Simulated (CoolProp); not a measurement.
Properties of dodecamethylpentasiloxane (MD3M) along the isobar 1200 kPa.

Values from CoolProp's reference Helmholtz-energy equation of state, Thol 2019.

```csv
T (°C),phase,Z,cp (kJ/(kg K))
125.95,liquid,0.1798,1.931
142.95,liquid,0.1764,1.966
159.95,liquid,0.1735,2.001
176.95,liquid,0.1710,___
193.95,liquid,___,2.071
210.95,liquid,___,2.107
227.95,liquid,0.1669,2.143
244.95,liquid,___,2.181
261.85,liquid,0.1671,2.220
278.85,liquid,___,2.262
295.85,liquid,___,2.309
312.85,liquid,0.1751,2.367
329.85,liquid,___,2.446
346.85,liquid,___,2.588
```

Question: What belongs in the gaps?

Answer: 
- 176.95, cp (kJ/(kg K)): 2.036
- 193.95, Z: 0.1691
- 210.95, Z: 0.1677
- 244.95, Z: 0.1666
- 278.85, Z: 0.1684
- 295.85, Z: 0.1709
- 329.85, Z: 0.1822
- 346.85, Z: 0.1958
